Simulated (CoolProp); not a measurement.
R365MFC at several states: fugacity coefficient from the reference equation and from simpler models built on Tc = 186.9 °C, pc = 3.266 MPa, ω = 0.377; each cubic takes its own stable root.

Values from CoolProp's reference Helmholtz-energy equation of state, Lemmon 2016.

| T (°C) | p (MPa) | phase | reference |
|---|---|---|---|
| 199.45 | 0.378 | gas | 0.9617 |
| 46.95 | 2.14 | liquid | 0.06247 |
| -19.05 | 0.327 | liquid | 0.02017 |

Problem. How far does each simpler model (Soave-Redlich-Kwong, Peng-Robinson) lie from the reference over these 3 states: mean and median of the absolute difference, and the worst?

Solution. 
- Soave-Redlich-Kwong: mean 2.0 %, median 1.4 %, worst -4.2 % at -19.05 °C and 0.327 MPa
- Peng-Robinson: mean 0.5 %, median 0.1 %, worst +1.1 % at -19.05 °C and 0.327 MPa
